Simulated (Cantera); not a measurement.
Charge: 1 mol B, 4.5 mol O2, 3.3 mol N2, equilibrated at 1800 K and 100 Pa.

Method: chemical equilibrium by Gibbs-energy minimisation in Cantera with the NASA 1993 tables (ideal gas, pure condensed phases). Candidate condensed phases: B, BN, B2O3; 17 gas species. Kinetics and transport are ignored.

Task: What is the equilibrium state?

Result: 
| Property | Value |
|---|---|
| x(O2) | 0.486 |
| x(N2) | 0.432 |
| x(B2O3) | 0.0577 |
| x(BO2) | 0.0163 |
| x(NO) | 0.00468 |
| x(O) | 0.00268 |
| x(BO) | 2.27e-5 |
| gas amount | 7.591 mol |
| log10 activity of B(s) (absent) | -10.73 |
